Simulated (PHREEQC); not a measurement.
**Acid mine or pickling water: an equilibrium model**

Model water analysis in mg/kgw, 60 °C, pH 2.24, pe 9.8:

| constituent | mg/kgw |
|---|---|
| Na | 2200 |
| K | 157 |
| Ca | 183 |
| Mg | 133 |
| Cl | 1100 |
| S(6) as SO4 | 4960 |
| Mn(2) | 2.48 |
| Pb | 632 |
| Zn | 11.8 |

Valence states are taken as typed.

Model: ion-association model, wateq4f.dat, run in PHREEQC.

Each row changes one thing in this solution. No solid was allowed to form.

| case | ionic strength (mol/kgw) | Na+ (mol/kgw) | SO4-2 (mol/kgw) | HSO4- (mol/kgw) | NaSO4- (mol/kgw) | K+ (mol/kgw) | SI of Gypsum (CaSO4:2H2O) | SI of Anglesite (PbSO4) |
|---|---|---|---|---|---|---|---|---|
| as made | 0.140 | 0.0913 | 0.0258 | 0.0142 | 0.00443 | 0.00367 | -0.51 | +1.98 |
| all concentrations times 4 at the same typed pH | 0.515 | 0.344 | … | 0.0362 | 0.0383 | 0.0134 | +0.21 | +2.55 |
| Pb from 632 to 1260 mg/kgw | 0.140 | 0.0914 | 0.0249 | … | 0.00429 | 0.00368 | … | +2.28 |
| temperature from 60 to 40 °C at the same typed pH | 0.146 | 0.0910 | … | 0.0100 | … | 0.00371 | -0.48 | +2.14 |

Question: Fill in the missing entries.

Answer: 
- all concentrations times 4 at the same typed pH, SO4-2 (mol/kgw): 0.0962
- Pb from 632 to 1260 mg/kgw, HSO4- (mol/kgw): 0.0138
- Pb from 632 to 1260 mg/kgw, SI of Gypsum (CaSO4:2H2O): -0.52
- temperature from 60 to 40 °C at the same typed pH, SO4-2 (mol/kgw): 0.0297
- temperature from 60 to 40 °C at the same typed pH, NaSO4- (mol/kgw): 0.00469

Some of these states are supersaturated (in Anglesite, Gypsum, for instance). At this temperature some constants are extrapolated from 25 °C, and those without enthalpy data are left unchanged.
